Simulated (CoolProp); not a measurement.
R227EA along the isotherm 201.85 °C: fugacity coefficient from the reference equation and from simpler models built on Tc = 101.8 °C, pc = 29.25 bar, ω = 0.358; each cubic takes its own stable root.

Values from CoolProp's reference Helmholtz-energy equation of state, Lemmon 2016.

```csv
p (bar),phase,reference,van der Waals,Redlich-Kwong,Soave-Redlich-Kwong,Peng-Robinson
0.925,gas,0.9955,0.9948,0.9947,0.9958,0.9949
1.75,gas,0.9915,0.9902,0.9900,0.9920,0.9903
3.32,gas,0.9839,0.9814,0.9810,0.9849,0.9817
6.3,gas,0.9696,0.9649,___,0.9716,0.9656
11.9,gas,0.9433,0.9340,0.9333,0.9470,0.9362
22.6,gas,0.8950,0.8759,0.8763,0.9021,0.8832
42.9,supercritical,0.8101,0.7692,___,0.8248,0.7944
81.4,supercritical,0.6807,0.6086,0.6304,0.7125,___
154,supercritical,0.5642,0.5106,0.5140,___,0.5618
293,supercritical,___,0.5521,0.4961,0.6228,0.5369
```

**Question.** What belongs in the gaps?

**Answer.** 
- 6.3, Redlich-Kwong: 0.9643
- 42.9, Redlich-Kwong: 0.7765
- 81.4, Peng-Robinson: 0.6700
- 154, Soave-Redlich-Kwong: 0.6176
- 293, reference: 0.5484
